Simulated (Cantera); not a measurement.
Feed: 1 mol Pb, 0.89 mol CO, 8.2 mol H2, held at 1350 K and 0.133 bar.

Equilibrium computed with Cantera from the NASA thermochemical tables; the gas is ideal and each condensed phase is pure. Candidate condensed phases: C, C6H6, C7H8, C8H18, H2O, Pb, PbO, PbO2, Pb3O4; 113 gas species. Rates play no part.

**Question.** What is the equilibrium state?

**Answer.** 
```json
{
 "x(H2)": "0.869",
 "x(CO)": "0.0941",
 "x(Pb)": "0.0367",
 "x(CH4)": "0.000195",
 "x(H2O)": "0.000185",
 "x(CO2)": "1.02e-5",
 "x(H)": "6.08e-6",
 "x(Pb2)": "5.29e-6",
 "n(Pb(l))": "0.654 mol",
 "gas_amount": "9.433 mol",
 "log10 activity of C(graphite) (absent)": "-0.47"
}
```
